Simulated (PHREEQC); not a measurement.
## Acid rinse or clean: an equilibrium model

Dissolve 0.0027 mol HBr and 0.00021 mol MnSO4 per kg of water at 25 °C. It is in equilibrium with CO2 at log p = 0 (atm). Otherwise closed; pH follows from the charge balance.

All values are PHREEQC results (ion-association model, phreeqc.dat), not measurements.

No solid was allowed to form.

Task: What pH does the model give?

Result: pH 2.60.

Task: In which forms is S present?

Result: SO4-2 82 %, HSO4- 17 %, MnSO4 1.8 % of the S.
